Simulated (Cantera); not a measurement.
Charge: 1 mol n-butane, 0.072 mol CO₂, equilibrated at 56.0 bar.

Method: chemical equilibrium by Gibbs-energy minimisation in Cantera with the NASA 1993 tables (ideal gas, pure condensed phases). Candidate condensed phases: C, C₆H₆, C₇H₈, C₈H₁₈, H₂O; 110 gas species. The ideal-gas law is rough above about 30 bar. The numbers say what is thermodynamically allowed, not how fast it happens.

x: gas mole fraction; n: condensed amount in mol.

```tsv
T (K)	x CH₄	x H₂	x H₂O	x CO	x CO₂	n C(graphite)
600	0.931	0.0133	0.0548	3.61e-6	0.000421	1.66
650	0.920	(withheld)	0.0543	(withheld)	(withheld)	1.67
700	0.902	0.0435	0.0535	5.13e-5	0.000594	1.70
750	0.877	0.0700	0.0525	0.000147	0.000677	1.73
800	0.842	0.106	0.0511	0.000369	0.000753	1.78
850	0.798	0.151	0.0493	0.000824	0.000820	1.85
900	0.744	0.206	0.0468	0.00167	0.000869	1.93
950	0.683	0.270	0.0435	0.00308	0.000891	2.03
1000	(withheld)	(withheld)	(withheld)	(withheld)	0.000873	2.14
1050	0.544	0.412	0.0344	0.00821	0.000808	2.27
1100	0.473	0.485	0.0288	0.0119	0.000695	2.41
1150	0.405	0.556	0.0231	0.0158	0.000552	2.55
```

Question: Complete the blanks.

Answer: 
- 650, x H₂: 0.0251
- 650, x CO: 1.51e-5
- 650, x CO₂: 0.000508
- 1000, x CH₄: 0.615
- 1000, x H₂: 0.339
- 1000, x H₂O: 0.0394
- 1000, x CO: 0.00524
